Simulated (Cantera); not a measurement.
## Low-pressure radical oxidation in H2/O2

An isothermal, constant-pressure homogeneous reactor starts with 0.990 % H2, 99.0 % O2, equivalence ratio 0.0050, at 1150 K and 2670 Pa.

Model: the H2/O2 subset of GRI-Mech 3.0, which has no nitrogen chemistry, integrated in Cantera. Radical loss at walls, strong at low pressure, is not modelled.

```tsv
t (s)	x H2	x O2	x OH	x HO2	x H2O2
4.00e-5	0.00990	0.990	1.25e-10	2.69e-10	<1e-12
0.000144	0.00990	0.990	8.01e-10	9.71e-10	<1e-12
0.000517	0.00990	0.990	6.00e-9	3.54e-9	<1e-12
0.00186	0.00990	0.990	5.47e-7	2.04e-8	1.38e-11
0.00667	0.000370	0.982	0.00107	3.09e-6	1.05e-7
0.0240	2.87e-5	0.985	0.000520	1.79e-6	3.71e-8
0.0862	9.55e-6	0.988	0.000301	1.04e-6	3.24e-8
0.310	1.46e-6	0.990	0.000120	3.58e-7	1.94e-8
1.11	1.61e-7	0.990	4.04e-5	7.62e-8	6.15e-9
4.00	2.00e-8	0.990	1.45e-5	1.37e-8	1.27e-9
```
x: mole fraction; the columns are a selection and need not sum to one.

Equilibrium at this temperature and pressure: H2 2.65e-10, O2 0.990, OH 1.70e-6, HO2 3.06e-9, H2O2 2.43e-11 (gas phase only).
